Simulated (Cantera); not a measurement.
A Cantera script and its output.

```python
import numpy as np
import cantera as ct

gas = ct.Solution("gri30.yaml")
gas.TPX = 1325, 260000, {'CH4': 1, 'H2': 0.08, 'O2': 2.76, 'N2': 10.4, 'CO2': 0.38}
reactor = ct.IdealGasConstPressureReactor(gas, energy="on", clone=False)
net = ct.ReactorNet([reactor])
net.rtol, net.atol = 1e-08, 1e-16
show = ['CH4', 'H2', 'O2', 'HCN', 'H2O', 'C2H4', 'CH2CO']
times = np.geomspace(8e-06, 0.1, 10)

steps = ct.SolutionArray(gas, extra=["t"])
rows = []
print(f"{'t/s':>10s}{'T/K':>9s}{'P/Pa':>11s}" + "".join(f"{s:>11s}" for s in show))
for t in times:
    while net.time < t:
        t_next = net.step()
        steps.append(gas.state, t=t_next)
    rows.append([np.interp(t, steps.t, y) for y in (steps.T, steps.P, *steps(*show).X.T)])
    print(f"{t:10.3e}{rows[-1][0]:9.1f}{rows[-1][1]:11.4g}" + "".join(f"{x:11.3e}" for x in rows[-1][2:]))
rate = np.gradient(steps.T, steps.t)
print("integrator steps:", len(steps.t))
if steps.T.max() > steps.T[0] + 200:
    print(f"time of steepest temperature rise: {steps.t[rate.argmax()]:.4e} s")
gas.TPX = 1325, 260000, {'CH4': 1, 'H2': 0.08, 'O2': 2.76, 'N2': 10.4, 'CO2': 0.38}
gas.equilibrate("HP")
print(f"equilibrium (HP): T = {gas.T:.1f} K  " + "  ".join(f"{s} {gas[s].X[0]:.3e}" for s in show))
```

It prints:

```
       t/s      T/K       P/Pa        CH4         H2         O2        HCN        H2O       C2H4      CH2CO
 8.000e-06   1325.0    2.6e+05  6.840e-02  5.472e-03  1.888e-01  1.815e-21  2.192e-08  2.423e-13  3.435e-20
 2.282e-05   1325.0    2.6e+05  6.840e-02  5.472e-03  1.888e-01  1.677e-20  1.252e-07  8.250e-12  8.395e-18
 6.509e-05   1325.0    2.6e+05  6.840e-02  5.472e-03  1.888e-01  1.991e-19  1.079e-06  3.613e-10  3.414e-15
 1.857e-04   1325.0    2.6e+05  6.838e-02  5.469e-03  1.888e-01  7.262e-18  1.629e-05  4.064e-08  5.859e-12
 5.296e-04   1326.6    2.6e+05  6.803e-02  5.433e-03  1.886e-01  1.200e-15  3.124e-04  5.156e-06  1.457e-08
 1.511e-03   1348.2    2.6e+05  6.416e-02  5.681e-03  1.857e-01  9.349e-14  3.912e-03  2.077e-04  5.015e-06
 4.309e-03   2553.0    2.6e+05  2.689e-17  2.825e-03  4.996e-02  3.324e-11  1.322e-01  2.508e-26  3.274e-19
 1.229e-02   2544.5    2.6e+05  2.656e-17  2.799e-03  4.721e-02  5.204e-11  1.325e-01  2.389e-26  3.100e-19
 3.506e-02   2542.8    2.6e+05  2.649e-17  2.794e-03  4.666e-02  5.538e-11  1.326e-01  2.364e-26  3.064e-19
 1.000e-01   2542.8    2.6e+05  2.649e-17  2.794e-03  4.665e-02  5.540e-11  1.326e-01  2.364e-26  3.064e-19
integrator steps: 2047
time of steepest temperature rise: 1.9706e-03 s
equilibrium (HP): T = 2542.8 K  CH4 3.696e-17  H2 2.794e-03  O2 4.665e-02  HCN 5.540e-11  H2O 1.326e-01  C2H4 2.776e-26  CH2CO 3.698e-19
```

Cantera simulation using GRI-Mech 3.0 (53 species, 325 reactions); the numbers are that mechanism's predictions, not measurements.
